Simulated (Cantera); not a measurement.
Feed: 1 mol SiCl4, 0.075 mol HCl, a varied amount of N2, equilibrated at 900 K and 60000 Pa.

Equilibrium computed with Cantera from the NASA thermochemical tables; the gas is ideal and each condensed phase is pure. Candidate condensed phases: NH4Cl, Si, Si3N4; 28 gas species. Equilibrium is a limit: real reactors are often held back by kinetics, nucleation or transport.

log p: log10 of the partial pressure in bar; nothing condenses.

```tsv
n(N2) (mol)	log p N2	log p SiCl4	log p HCl	log p SiCl3	log p Cl	log p Cl2	log p H2
18	-0.25	-1.50	-2.63	-8.08	-8.30	-8.33	-8.54
42	-0.23	-1.86	-2.98	-8.27	-8.46	-8.66	-8.93
65	-0.23	-2.04	-3.17	-8.37	-8.54	-8.83	-9.13
88	-0.23	-2.17	-3.30	-8.44	-8.60	-8.95	-9.27
110	-0.23	?	?	-8.49	-8.65	?	?
140	-0.23	-2.37	-3.50	-8.55	-8.69	-9.13	-9.49
160	-0.22	-2.43	-3.55	-8.58	-8.72	-9.18	-9.55
180	-0.22	-2.48	-3.60	-8.61	-8.74	-9.23	-9.61
210	-0.22	-2.55	-3.67	-8.64	-8.77	-9.29	-9.68
230	-0.22	-2.59	-3.71	-8.66	-8.79	-9.32	-9.72
250	-0.22	-2.62	-3.75	-8.68	-8.81	-9.36	-9.76
280	-0.22	-2.67	-3.80	-8.71	-8.83	-9.40	-9.81
300	-0.22	-2.70	-3.83	-8.73	-8.85	-9.43	-9.85
```

Problem. Some entries are withheld; supply them.

Solution. 
- 110, log p SiCl4: -2.27
- 110, log p HCl: -3.39
- 110, log p Cl2: -9.03
- 110, log p H2: -9.38
